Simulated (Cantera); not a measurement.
Input: 1 mol CaCl2, 24 mol H2, 1.2 mol N2, equilibrated at 0.300 Pa.

Equilibrium computed with Cantera from the NASA thermochemical tables; the gas is ideal and each condensed phase is pure. Candidate condensed phases: Ca, CaCl2, NH4Cl; 16 gas species. The numbers say what is thermodynamically allowed, not how fast it happens.

x: gas mole fraction; nothing condenses.

```json
[
 {"T (°C)": "1150", "x H2": "0.909", "x H": "0.00366", "x N2": "0.0456", "x Cl": "1.19e-5", "x CaCl2": "0.0356", "x HCl": "0.00361", "x Ca": "0.00120"},
 {"T (°C)": "1225", "x H2": "0.901", "x H": "0.00942", "x N2": "0.0454", "x Cl": "5.52e-5", "x CaCl2": "0.0336", "x HCl": "0.00655", "x Ca": "0.00232"},
 {"T (°C)": "1300", "x H2": "0.884", "x H": "0.0221", "x N2": "0.0450", "x Cl": "0.000218", "x CaCl2": "0.0305", "x HCl": "0.0110", "x Ca": "0.00417"},
 {"T (°C)": "1375", "x H2": "0.853", "x H": "0.0475", "x N2": "0.0443", "x Cl": "0.000745", "x CaCl2": "0.0260", "x HCl": "0.0171", "x Ca": "0.00694"},
 {"T (°C)": "1450", "x H2": "0.801", "x H": "0.0942", "x N2": "0.0430", "x Cl": "0.00220", "x CaCl2": "0.0203", "x HCl": "0.0241", "x Ca": "0.0107"},
 {"T (°C)": "1525", "x H2": "0.717", "x H": "0.172", "x N2": "0.0409", "x Cl": "0.00556", "x CaCl2": "0.0136", "x HCl": "0.0302", "x Ca": "0.0153"},
 {"T (°C)": "1600", "x H2": "0.598", "x H": "0.288", "x N2": "0.0379", "x Cl": "0.0118", "x CaCl2": "0.00714", "x HCl": "0.0323", "x Ca": "0.0197"},
 {"T (°C)": "1675", "x H2": "0.451", "x H": "0.438", "x N2": "0.0342", "x Cl": "0.0204", "x CaCl2": "0.00264", "x HCl": "0.0280", "x Ca": "0.0225"},
 {"T (°C)": "1750", "x H2": "?", "x H": "?", "x N2": "?", "x Cl": "?", "x CaCl2": "?", "x HCl": "?", "x Ca": "0.0228"},
 {"T (°C)": "1825", "x H2": "?", "x H": "?", "x N2": "0.0272", "x Cl": "0.0336", "x CaCl2": "?", "x HCl": "?", "x Ca": "0.0217"},
 {"T (°C)": "1900", "x H2": "0.0877", "x H": "0.825", "x N2": "0.0251", "x Cl": "0.0362", "x CaCl2": "2.46e-5", "x HCl": "0.00527", "x Ca": "0.0205"}
]
```

### Question
What belongs in the gaps?

### Answer

- 1750, x H2: 0.298
- 1750, x H: 0.599
- 1750, x N2: 0.0304
- 1750, x Cl: 0.0284
- 1750, x CaCl2: 0.000666
- 1750, x HCl: 0.0190
- 1825, x H2: 0.171
- 1825, x H: 0.735
- 1825, x CaCl2: 0.000132
- 1825, x HCl: 0.0106
